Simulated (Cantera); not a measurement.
A Cantera script and its output.

```python
import numpy as np
import cantera as ct

gas = ct.Solution("h2o2.yaml")
gas.TPX = 1100, 240000, {'H2': 1, 'O2': 0.333, 'N2': 1.25, 'H2O': 0.09}
reactor = ct.IdealGasReactor(gas, energy="on", clone=False)
net = ct.ReactorNet([reactor])
net.rtol, net.atol = 1e-08, 1e-16
show = ['H2', 'O2', 'H2O', 'H', 'O']
times = np.geomspace(9e-06, 0.3, 13)

steps = ct.SolutionArray(gas, extra=["t"])
rows = []
print(f"{'t/s':>10s}{'T/K':>9s}{'P/Pa':>11s}" + "".join(f"{s:>11s}" for s in show))
for t in times:
    while net.time < t:
        t_next = net.step()
        steps.append(gas.state, t=t_next)
    rows.append([np.interp(t, steps.t, y) for y in (steps.T, steps.P, *steps(*show).X.T)])
    print(f"{t:10.3e}{rows[-1][0]:9.1f}{rows[-1][1]:11.4g}" + "".join(f"{x:11.3e}" for x in rows[-1][2:]))
rate = np.gradient(steps.T, steps.t)
print("integrator steps:", len(steps.t))
if steps.T.max() > steps.T[0] + 200:
    print(f"time of steepest temperature rise: {steps.t[rate.argmax()]:.4e} s")
gas.TPX = 1100, 240000, {'H2': 1, 'O2': 0.333, 'N2': 1.25, 'H2O': 0.09}
gas.equilibrate("UV")
print(f"equilibrium (UV): T = {gas.T:.1f} K  " + "  ".join(f"{s} {gas[s].X[0]:.3e}" for s in show))
```

Output:

```
       t/s      T/K       P/Pa         H2         O2        H2O          H          O
 9.000e-06   1100.0    2.4e+05  3.741e-01  1.246e-01  3.367e-02  9.337e-09  8.250e-10
 2.144e-05   1100.0    2.4e+05  3.741e-01  1.246e-01  3.367e-02  3.366e-08  3.023e-09
 5.106e-05   1100.0    2.4e+05  3.741e-01  1.246e-01  3.367e-02  2.863e-07  2.583e-08
 1.216e-04   1136.1  2.474e+05  3.698e-01  1.223e-01  3.820e-02  8.192e-04  7.364e-05
 2.896e-04   2948.6  5.748e+05  1.401e-01  1.131e-03  2.986e-01  2.115e-02  1.335e-03
 6.899e-04   2948.6  5.748e+05  1.401e-01  1.131e-03  2.986e-01  2.115e-02  1.335e-03
 1.643e-03   2948.6  5.748e+05  1.401e-01  1.131e-03  2.986e-01  2.115e-02  1.335e-03
 3.914e-03   2948.6  5.748e+05  1.401e-01  1.131e-03  2.986e-01  2.115e-02  1.335e-03
 9.322e-03   2948.6  5.748e+05  1.401e-01  1.131e-03  2.986e-01  2.115e-02  1.335e-03
 2.220e-02   2948.6  5.748e+05  1.401e-01  1.131e-03  2.986e-01  2.115e-02  1.335e-03
 5.288e-02   2948.6  5.748e+05  1.401e-01  1.131e-03  2.986e-01  2.115e-02  1.335e-03
 1.260e-01   2948.6  5.748e+05  1.401e-01  1.131e-03  2.986e-01  2.115e-02  1.335e-03
 3.000e-01   2948.6  5.748e+05  1.401e-01  1.131e-03  2.986e-01  2.115e-02  1.335e-03
integrator steps: 1143
time of steepest temperature rise: 1.2791e-04 s
equilibrium (UV): T = 2948.6 K  H2 1.401e-01  O2 1.131e-03  H2O 2.986e-01  H 2.115e-02  O 1.335e-03
```

Computed with Cantera and the H2/O2 subset of GRI-Mech 3.0, which has no nitrogen chemistry. The hydrogen kinetics of GRI-Mech 3.0 are dated; newer H2 mechanisms differ, most at raised pressure.
